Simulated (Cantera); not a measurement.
Cantera with NASA thermochemical tables; ideal gases at 1 bar, condensed phases pure. Values are per mole of reaction as written; species without (g) are pure solids or liquids, kept so even where they would boil at 1 bar. TiC: taken at fixed stoichiometry.

### Question
Between 300 and 748 K, where is each reaction favourable under standard conditions?
- C6H6(g) + 4 Ti → C2H6(g) + 4 TiC

### Answer
- C6H6(g) + 4 Ti → C2H6(g) + 4 TiC: ΔG° is -883 kJ at 300 K and -856 kJ at 748 K; it stays negative (K > 1). ΔH° is -900 kJ and ΔS° -59 J/K at 748 K.
